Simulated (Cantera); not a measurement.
A closed system holds: 1 mol AlN, a varied amount of HCl, at 1450 K and 0.100 bar.

Method: chemical equilibrium by Gibbs-energy minimisation in Cantera with the NASA 1993 tables (ideal gas, pure condensed phases). Candidate condensed phases: Al, AlCl₃, AlN, NH₄Cl; 20 gas species. Rates play no part.

Which condensed phases are stable at each of these points (n(HCl) (mol)): 3.2, 4.1, 5.2, 6.6, 8.3, 11, 13, 17, 22, 28, 35, 44?


```
n(HCl) (mol)  condensed phases  Al condensed (%)
------------  ----------------  ----------------
3.2                     AlN(s)               5.4
4.1                   gas only               0.0
5.2                   gas only               0.0
6.6                   gas only               0.0
8.3                   gas only               0.0
11                    gas only               0.0
13                    gas only               0.0
17                    gas only               0.0
22                    gas only               0.0
28                    gas only               0.0
35                    gas only               0.0
44                    gas only               0.0
```

At 3.2 mol HCl the condensed part is AlN(s). From 4.1 mol HCl to 44 mol HCl nothing is condensed.
